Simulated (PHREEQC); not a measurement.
# Copper plating or etch bath: speciation

A solution holds 0.02 mol/kgw CuSO4, 0.13 mol/kgw HCl and 0.013 mol/kgw Na2SO4, at 25 °C. Closed to the air; pH follows from the charge balance.

Equilibrium calculation in PHREEQC: ion-association model, wateq4f.dat.

Each row changes one thing in this solution. Precipitation was switched off in this run.

| case | pH | ionic strength (mol/kgw) | HSO4- (mol/kgw) | SO4-2 (mol/kgw) |
|---|---|---|---|---|
| as made | 1.07 | 0.189 | 0.0236 | 0.00699 |
| Na2SO4 replaced by ZnSO4 at the same molality | 1.07 | 0.196 | 0.0226 | 0.00672 |
| Na2SO4 left out | 1.03 | … | 0.0147 | 0.00391 |
| CuSO4 replaced by Cs2SO4 at the same molality | 1.08 | 0.178 | 0.0252 | 0.00746 |
| CuSO4 replaced by ZnSO4 at the same molality | 1.07 | 0.188 | 0.0232 | 0.00686 |
| HCl left out | 4.86 | 0.0817 | 1.55e-5 | 0.0231 |
| HCl from 0.13 to 1.3 mol/kgw | 0.03 | 1.34 | … | 0.00154 |
| CuSO4 replaced by K2SO4 at the same molality | 1.07 | 0.178 | 0.0248 | 0.00730 |

Problem. Fill in the missing entries.

Solution. 
- Na2SO4 left out, ionic strength (mol/kgw): 0.171
- HCl from 0.13 to 1.3 mol/kgw, HSO4- (mol/kgw): 0.0314

The ionic strength passes 0.7 mol/kgw, the rough limit of the ion-association models, in HCl from 0.13 to 1.3 mol/kgw. Some of these states are supersaturated (in Antlerite, Brochantite, for instance).
